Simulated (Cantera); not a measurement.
An isothermal, constant-pressure homogeneous reactor starts with CH₄ : H₂O : H₂ = 1 : 0.62 : 0.7 (molar parts), at 1875 K and 100.0 Torr.

Cantera simulation using GRI-Mech 3.0 (53 species, 325 reactions); the numbers are that mechanism's predictions, not measurements. GRI-Mech 3.0 stops at C3 and has no aromatics, soot or wall deposition, so with more carbon than oxygen in the feed, carbon stays in small species such as C2H2 where larger ones or solid carbon would form.

One state of this run: x CH₄ = 0.0121; x H₂O = 0.105; x H₂ = 0.711; x HO₂ = <1e-12; x CH₂CO = 3.44e-5; x OH = 1.75e-5. x: mole fraction; the columns are a selection and need not sum to one.

Which value of t (s) does it belong to?
A. 0.000372
B. 1.24e-5
C. 0.0111
D. 0.107

D, 0.107
